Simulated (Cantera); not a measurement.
An adiabatic, constant-pressure homogeneous reactor starts with H2 : O2 : N2 = 1 : 0.217 : 1.22 (molar parts), equivalence ratio 2.3, at 1125 K and 533 Torr. Integrator tolerance rtol = 1e-08.

Model: the H2/O2 subset of GRI-Mech 3.0, which has no nitrogen chemistry, integrated in Cantera.

**Question.** What does this change do: initial temperature 1125 to 1650 K?

**Answer.** 
```tsv
quantity	before	after
time of steepest temperature rise	0.142 ms	15.8 µs
temperature at 0.500 s	2364 K	2674 K
equilibrium temperature	2364 K	2674 K
x(H2) at 0.500 s	0.250 (gas-phase equilibrium 0.250)	0.239 (gas-phase equilibrium 0.239)
x(O2) at 0.500 s	7.45e-6 (gas-phase equilibrium 7.45e-6)	0.000147 (gas-phase equilibrium 0.000147)
x(H2O2) at 0.500 s	2.30e-9 (gas-phase equilibrium 2.30e-9)	1.89e-8 (gas-phase equilibrium 1.89e-8)
x(H) at 0.500 s	0.00798 (gas-phase equilibrium 0.00798)	0.0301 (gas-phase equilibrium 0.0301)
x(HO2) at 0.500 s	5.77e-9 (gas-phase equilibrium 5.77e-9)	1.17e-7 (gas-phase equilibrium 1.17e-7)
x(OH) at 0.500 s	0.00108 (gas-phase equilibrium 0.00108)	0.00581 (gas-phase equilibrium 0.00581)
x(O) at 0.500 s	2.32e-5 (gas-phase equilibrium 2.32e-5)	0.000467 (gas-phase equilibrium 0.000467)
```

**Question.** What does this change do: initial temperature 1125 to 1275 K?

**Answer.** 
```tsv
quantity	before	after
time of steepest temperature rise	0.142 ms	61.1 µs
temperature at 0.500 s	2364 K	2464 K
equilibrium temperature	2364 K	2464 K
x(H2) at 0.500 s	0.250 (gas-phase equilibrium 0.250)	0.248 (gas-phase equilibrium 0.248)
x(O2) at 0.500 s	7.45e-6 (gas-phase equilibrium 7.45e-6)	2.13e-5 (gas-phase equilibrium 2.13e-5)
x(H2O2) at 0.500 s	2.30e-9 (gas-phase equilibrium 2.30e-9)	4.87e-9 (gas-phase equilibrium 4.87e-9)
x(H) at 0.500 s	0.00798 (gas-phase equilibrium 0.00798)	0.0128 (gas-phase equilibrium 0.0128)
x(HO2) at 0.500 s	5.77e-9 (gas-phase equilibrium 5.77e-9)	1.67e-8 (gas-phase equilibrium 1.67e-8)
x(OH) at 0.500 s	0.00108 (gas-phase equilibrium 0.00108)	0.00196 (gas-phase equilibrium 0.00196)
x(O) at 0.500 s	2.32e-5 (gas-phase equilibrium 2.32e-5)	6.68e-5 (gas-phase equilibrium 6.68e-5)
```
